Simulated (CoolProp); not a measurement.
A simple Rankine cycle with water: condensing at 309.15 K, boiler at 0.616 MPa, turbine inlet 473 K, turbine efficiency 0.65, pump efficiency 0.6, no recuperator. Each further row changes one setting.

Model: reference Helmholtz-energy equation of state, Wagner 2002, in CoolProp.

```
case                             thermal efficiency (%)  net work (kJ/kg)  heat in (kJ/kg)  turbine exit temperature (K)  volume ratio over the turbine
-------------------------------  ----------------------  ----------------  ---------------  ----------------------------  -----------------------------
as stated                                          17.0               460             2700                         309.2                           64.7
turbine inlet 493 K                                17.1               470             2740                         309.2                           62.7
condensing temperature 301.15 K                    18.1               494             2730                         301.2                           98.4
boiler pressure 0.431 MPa                          15.9               430             2710                         309.2                           45.6
turbine efficiency 0.55                            14.4               389             2700                         309.2                           66.8
```

The expansion ends wet for: as stated; turbine inlet 493 K; condensing temperature 301.15 K; boiler pressure 0.431 MPa; turbine efficiency 0.55.
